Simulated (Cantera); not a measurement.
Input: 1 mol B2H6, 5.4 mol NH3, 6.4 mol N2, equilibrated at 552 °C and 0.00190 bar.

Method: chemical equilibrium by Gibbs-energy minimisation in Cantera with the NASA 1993 tables (ideal gas, pure condensed phases). Candidate condensed phases: B, BN; 15 gas species. The feed counts by its element totals alone. Kinetics and transport are ignored.

Base state: H2 0.578, N2 0.422 (mole fractions); condensed: BN(s).

Question: What changes in the equilibrium state with this change: temperature from 552 °C to 1502 °C?

Answer: 
```csv
species,before,after
H2,0.578,0.574
N2,0.422,0.421
H,<1e-9,0.00503
"BN(s), mol",2.00,2.00
```
